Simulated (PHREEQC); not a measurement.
Solution (70 °C): 0.25 mol HF and 0.0029 mol Cu(BF4)2 per kg of water. Closed to the air; pH follows from the charge balance.

Equilibrium calculation in PHREEQC: ion-association model, phreeqc.dat.

No solid was allowed to form.

Task: Predict the pH, ionic strength.

Result: pH 1.93; ionic strength 0.0215 mol/kgw.

Task: In which forms is Cu present?

Result: Cu+2 91 %, CuF+ 8.6 % of the Cu.

Away from 25 °C the constants follow the database's enthalpies or fits; those with neither stay at their 25 °C values. Real BF4- forms and hydrolyses slowly; the run takes it at equilibrium.
